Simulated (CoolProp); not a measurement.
Values from CoolProp's reference Helmholtz-energy equation of state, Lemmon 2006. It is a short technical equation, of lower accuracy than the large ones.

Task: For toluene, give the phase and the speed of sound (m/s), expansivity (1/kK), fugacity coefficient at 620 K and 0.794 MPa; 620 K and 6.35 MPa.

Result: 
- 620 K and 0.794 MPa: gas; speed of sound 228, expansivity 1.99, fugacity coefficient 0.940
- 620 K and 6.35 MPa: supercritical; speed of sound 161, expansivity 14.2, fugacity coefficient 0.551
